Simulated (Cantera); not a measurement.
An isothermal, constant-pressure homogeneous reactor starts with N2O : H2O = 1 : 0.076 (molar parts), at 1375 K and 3.75 Torr.

Computed with Cantera and GRI-Mech 3.0 (53 species, 325 reactions). GRI-Mech 3.0 was tuned for natural gas; its chemistry of N2O as a main component is partial and can be far from experiment. Radical loss at walls, strong at low pressure, is not modelled. The mechanism lacks the step 2 NO + O2 → 2 NO2, which can matter for NO2 below about 1400 K. The temperature is held fixed by assumption; the heat of reaction is taken as removed at once.

x: mole fraction; the columns are a selection and need not sum to one.

```csv
t (s),x N2O,x H2O,x H2O2,x N2,x O2,x H2
0.00100,0.929,0.0706,1.94e-11,4.71e-5,1.22e-5,1.15e-10
0.00203,0.929,0.0706,2.41e-10,0.000106,3.54e-5,1.34e-9
0.00412,0.929,0.0706,[?],0.000233,8.80e-5,1.15e-8
0.00838,0.929,0.0706,[?],0.000495,0.000198,7.11e-8
0.0170,0.928,0.0705,[?],0.00104,0.000430,3.07e-7
0.0346,0.926,0.0705,[?],0.00216,0.000929,8.55e-7
0.0702,0.922,0.0704,[?],0.00446,0.00196,1.52e-6
0.143,0.915,0.0702,[?],0.00912,0.00405,1.74e-6
0.289,0.900,0.0699,[?],0.0184,0.00822,1.39e-6
0.588,0.871,0.0692,[?],0.0366,0.0164,1.02e-6
1.19,0.817,0.0679,[?],0.0710,0.0321,8.26e-7
2.42,0.720,0.0655,[?],0.132,0.0602,7.42e-7
4.92,0.566,0.0618,[?],0.230,0.105,7.47e-7
10.0,0.361,0.0569,[?],0.359,0.165,8.52e-7
```

What belongs in the gaps?


- 0.00412, x H2O2: 2.52e-9
- 0.00838, x H2O2: 2.23e-8
- 0.0170, x H2O2: 1.25e-7
- 0.0346, x H2O2: 2.19e-7
- 0.0702, x H2O2: 1.81e-7
- 0.143, x H2O2: 1.33e-7
- 0.289, x H2O2: 9.21e-8
- 0.588, x H2O2: 5.75e-8
- 1.19, x H2O2: 3.08e-8
- 2.42, x H2O2: 1.43e-8
- 4.92, x H2O2: 5.98e-9
- 10.0, x H2O2: 2.35e-9
